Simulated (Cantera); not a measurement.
A closed system holds: 1 mol CF4, equilibrated at 0.00160 bar.

These are equilibrium values from Cantera (NASA tables, ideal gas, pure condensed phases), not measurements of a reactor. Candidate condensed phases: C; 13 gas species. Gases not in the tables: C2F6 and larger saturated fluorocarbons. Equilibrium is a limit: real reactors are often held back by kinetics, nucleation or transport.

x: gas mole fraction; nothing condenses.

```
T (°C)  x CF4      x F    x CF2     x CF3  x CF   x C2F4     x F2
------  -----  -------  -------  --------  ----  -------  -------
1400    0.990  0.00646  0.00296  0.000535   [?]  1.75e-8  2.24e-9
1425    0.986  0.00888  0.00410  0.000689   [?]  2.49e-8  3.55e-9
1450    0.981   0.0121  0.00561  0.000879   [?]  3.50e-8  5.55e-9
1475    0.975   0.0163  0.00760   0.00111   [?]  4.87e-8  8.54e-9
1500    0.967   0.0218   0.0102   0.00140   [?]  6.71e-8  1.30e-8
1525    0.956   0.0289   0.0136   0.00174   [?]  9.13e-8  1.94e-8
1550    0.942   0.0380   0.0179   0.00215   [?]  1.23e-7  2.87e-8
1575    0.925   0.0494   0.0234   0.00263   [?]  1.64e-7  4.18e-8
1600    0.903   0.0637   0.0302   0.00319   [?]  2.16e-7  6.01e-8
1625    0.876   0.0815   0.0388   0.00382   [?]  2.81e-7  8.52e-8
1650    0.843    0.103   0.0492   0.00454   [?]  3.61e-7  1.19e-7
1675    0.803    0.129   0.0619   0.00533   [?]  4.58e-7  1.64e-7
1700    0.756    0.161   0.0771   0.00618   [?]  5.72e-7  2.21e-7
```

### Question
Fill in the missing entries.

### Answer

- 1400, x CF: 3.27e-7
- 1425, x CF: 5.71e-7
- 1450, x CF: 9.83e-7
- 1475, x CF: 1.66e-6
- 1500, x CF: 2.77e-6
- 1525, x CF: 4.56e-6
- 1550, x CF: 7.39e-6
- 1575, x CF: 1.18e-5
- 1600, x CF: 1.87e-5
- 1625, x CF: 2.92e-5
- 1650, x CF: 4.50e-5
- 1675, x CF: 6.86e-5
- 1700, x CF: 0.000104
